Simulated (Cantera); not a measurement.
Thermodynamics of silicon epitaxy and polysilicon growth, feed Si3H8 + Cl2 + H2

A closed system holds: 1 mol Si3H8, a varied amount of Cl2, 8.3 mol H2, at 1175 K and 10000 Pa.

Cantera equilibrium calculation (NASA polynomials, part measured and part estimated; ideal gas, pure solids and liquids). Candidate condensed phases: Si; 19 gas species. The feed counts by its element totals alone. The tables' values for SiCl3 are old estimates; treat these amounts as uncertain. Equilibrium is a limit: real reactors are often held back by kinetics, nucleation or transport.

```csv
n(Cl2) (mol),x H2,x HCl,x SiCl4,x SiHCl3,n Si(s)
0.061,0.991,0.00913,2.16e-5,5.52e-5,3.00
0.085,0.987,0.0122,6.84e-5,0.000131,2.99
0.12,0.983,0.0160,0.000206,0.000298,2.98
0.17,0.977,0.0204,0.000552,0.000623,2.97
0.24,0.970,0.0251,0.00129,0.00117,2.94
0.33,0.963,0.0297,0.00255,0.00195,2.91
0.47,0.953,0.0349,0.00496,0.00319,2.84
```
x: gas mole fraction; n: condensed amount in mol.

From 0.061 mol Cl2 to 0.47 mol Cl2 the condensed part is Si(s). The main Si-bearing gas is SiCl2 at 0.061 mol Cl2 and SiCl4 at 0.47 mol Cl2. The share of Si in condensed phases is highest at 0.061 mol Cl2 (99.9 %) and lowest at 0.47 mol Cl2 (94.7 %).
